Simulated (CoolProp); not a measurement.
Vapour-liquid equilibrium of carbonyl sulfide (1) + propane (2) at 195.5 K; x and y are mole fractions of (1).

Computed with CoolProp (multi-fluid Helmholtz-energy mixture model, Lemmon 2006 and Lemmon 2009; pair parameters Bell 2016).

**Question.** Give the bubble pressure and the first vapour's composition at x = 0.65, 0.85, 0.95. Is there an azeotrope?

**Answer.** x = 0.65: 0.02066 MPa, y = 0.723; x = 0.85: 0.02202 MPa, y = 0.889; x = 0.95: 0.02274 MPa, y = 0.965. No azeotrope shows between x = 0.05 and 0.95.

The pair parameters rest on a limited set of measurements; away from them the model extrapolates.
